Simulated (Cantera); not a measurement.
Gas mixture: N2 : N2O : O2 = 0.43 : 0.91 : 0.64 (molar parts), at 1000000 Pa, frozen composition.

Cantera's kinetic-theory transport with the Lennard-Jones parameters of GRI-Mech 3.0, ideal gas; thermal conductivity in the mixture-averaged form. The composition is frozen, though it would react at the higher temperatures.

D: mixture-averaged diffusion coefficient of that species in the mixture.

```tsv
T (K)	ρ (kg/m³)	cp (J/kg/K)	μ (µPa s)	λ (mW/m/K)	Pr	D (cm²/s) NO	D (cm²/s) H	D (cm²/s) CO2
400	11.0	974.8	21.7	29.5	0.717	0.0300	(withheld)	0.0229
500	8.82	1025	25.9	36.9	0.720	0.0443	(withheld)	0.0343
600	7.35	1069	29.7	44.0	0.721	0.0607	(withheld)	0.0475
700	6.30	1107	33.2	50.8	0.724	0.0789	(withheld)	0.0623
800	5.51	1141	36.5	57.4	0.726	0.0989	(withheld)	0.0786
900	4.90	1170	39.6	63.8	0.728	0.121	(withheld)	0.0963
1000	4.41	1194	42.6	69.9	0.728	0.144	(withheld)	0.115
1100	4.01	1212	45.5	75.8	0.727	0.169	(withheld)	0.136
```

Some entries are withheld; supply them.


- 400, D (cm²/s) H: 0.189
- 500, D (cm²/s) H: 0.281
- 600, D (cm²/s) H: 0.386
- 700, D (cm²/s) H: 0.504
- 800, D (cm²/s) H: 0.633
- 900, D (cm²/s) H: 0.773
- 1000, D (cm²/s) H: 0.924
- 1100, D (cm²/s) H: 1.08
